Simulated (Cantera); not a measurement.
Input: 1 mol CHF3, a varied amount of CH4, equilibrated at 1800 K and 10.0 mbar.

Method: chemical equilibrium by Gibbs-energy minimisation in Cantera with the NASA 1993 tables (ideal gas, pure condensed phases). Candidate condensed phases: C, C6H6, C7H8, C8H18; 95 gas species. Gases not in the tables: C2F6 and larger saturated fluorocarbons. The numbers say what is thermodynamically allowed, not how fast it happens.

**Question.** What share of the C ends up in condensed phases as a function of n(CH4) (mol), at 0.015, 0.022, 0.032, 0.048, 0.071, 0.1, 0.16, 0.23, 0.34, 0.5, 0.74, 1.1, 1.6?

**Answer.** 
```
n(CH4) (mol)  C condensed (%)           as
------------  ---------------  -----------
0.015                    51.6  C(graphite)
0.022                    52.6  C(graphite)
0.032                    54.0  C(graphite)
0.048                    56.2  C(graphite)
0.071                    59.3  C(graphite)
0.1                      63.1  C(graphite)
0.16                     70.2  C(graphite)
0.23                     77.6  C(graphite)
0.34                     87.7  C(graphite)
0.5                     100.0  C(graphite)
0.74                    100.0  C(graphite)
1.1                     100.0  C(graphite)
1.6                     100.0  C(graphite)
```
